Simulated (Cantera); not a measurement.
Tantalum, niobium, vanadium and zirconium in process gases: V + O2 + N2

Input: 1 mol V, 0.053 mol O2, 4.3 mol N2, equilibrated at 1330 Pa.

These are equilibrium values from Cantera (NASA tables, ideal gas, pure condensed phases), not measurements of a reactor. Candidate condensed phases: V, VN, VO, V2O3, V2O4, V2O5; 13 gas species. Each liquid is taken as pure. Mutual solubility and eutectic melting of coexisting phases are not modelled. VN, VO: taken at fixed stoichiometry. Condensed phases not in the tables: the oxides between V2O3 and V2O5 other than VO2, solid solutions among these carbides, nitrides and lower oxides, V2N, N, O or C dissolved in the metal. Equilibrium is a limit: real reactors are often held back by kinetics, nucleation or transport.

From 1273 K to 1373 K the condensed part is VN(s) + V2O3(s). From 1473 K to 1973 K the condensed part is VN(s) + VO(s). At 2073 K the condensed part is VN(s) + VO(l). At 2173 K the condensed part is V(s) + VO(l). From 2273 K to 2373 K the condensed part is V(l) + VO(l). From 2473 K to 2573 K the condensed part is V(l).

| T (K) | log p N2 | log p V | log p VO | log p VO2 | log p VN | log p O | log p N | n VN(s) | n V2O3(s) | n VO(s) | n VO(l) | n V(s) | n V(l) |
|---|---|---|---|---|---|---|---|---|---|---|---|---|---|
| 1273 | -1.88 | <-13 | -13.82 | -12.48 | <-13 | <-13 | <-13 | 0.929 | 0.0353 | 0 | 0 | 0 | 0 |
| 1373 | -1.88 | <-13 | -12.08 | -11.04 | <-13 | <-13 | <-13 | 0.929 | 0.0353 | 0 | 0 | 0 | 0 |
| 1473 | -1.88 | -12.74 | -10.61 | -9.88 | <-13 | <-13 | <-13 | 0.894 | 0 | 0.106 | 0 | 0 | 0 |
| 1573 | -1.88 | -11.12 | -9.42 | -9.02 | <-13 | -13.03 | -13.38 | 0.894 | 0 | 0.106 | 0 | 0 | 0 |
| 1673 | -1.88 | -9.70 | -8.37 | -8.28 | -13.44 | -12.12 | -12.43 | 0.894 | 0 | 0.106 | 0 | 0 | 0 |
| 1773 | -1.88 | -8.44 | -7.45 | -7.62 | -12.18 | -11.31 | -11.59 | 0.894 | 0 | 0.106 | 0 | 0 | 0 |
| 1873 | -1.88 | -7.31 | -6.63 | -7.04 | -11.05 | -10.58 | -10.83 | 0.894 | 0 | 0.106 | 0 | 0 | 0 |
| 1973 | -1.88 | -6.31 | -5.90 | -6.53 | -10.05 | -9.93 | -10.15 | 0.894 | 0 | 0.105 | 0 | 0 | 0 |
| 2073 | -1.88 | -5.40 | -5.25 | -6.09 | -9.14 | -9.36 | -9.54 | 0.893 | 0 | 0 | 0.104 | 0 | 0 |
| 2173 | -1.88 | -4.59 | -4.72 | -5.79 | -8.33 | -8.88 | -8.98 | 0 | 0 | 0 | 0.0987 | 0.886 | 0 |
| 2273 | -1.88 | -4.09 | -4.24 | -5.29 | -7.83 | -8.21 | -8.48 | 0 | 0 | 0 | 0.0838 | 0 | 0.869 |
| 2373 | -1.89 | -3.63 | -3.80 | -4.84 | -7.37 | -7.60 | -8.02 | 0 | 0 | 0 | 0.0437 | 0 | 0.820 |
| 2473 | -1.91 | -3.21 | -3.57 | -4.75 | -6.96 | -7.20 | -7.60 | 0 | 0 | 0 | 0 | 0 | 0.685 |
| 2573 | -1.94 | -2.82 | -3.57 | -5.11 | -6.59 | -7.05 | -7.22 | 0 | 0 | 0 | 0 | 0 | 0.335 |
log p: log10 of the partial pressure in bar; n: condensed amount in mol.
